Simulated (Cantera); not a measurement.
Mixture: 12.5 % CH₄, 2.12 % C₂H₆, 17.9 % O₂, 67.5 % N₂, equivalence ratio 1.8, at 63000 Pa, adiabatic and at constant volume. Ignition delay is the time to a rise of 400 K.

Model: GRI-Mech 3.0 (53 species, 325 reactions), integrated in Cantera.

**Question.** Predict: delay at 1173 K; delay at 1323 K; delay at 1473 K; delay at 1623 K; delay at 1773 K; apparent activation energy between 1623 and 1773 K.

**Answer.** delay at 1173 K: 6.81 ms
delay at 1323 K: 1.31 ms
delay at 1473 K: 0.341 ms
delay at 1623 K: 0.109 ms
delay at 1773 K: 45.0 µs
apparent activation energy between 1623 and 1773 K: 140 kJ/mol
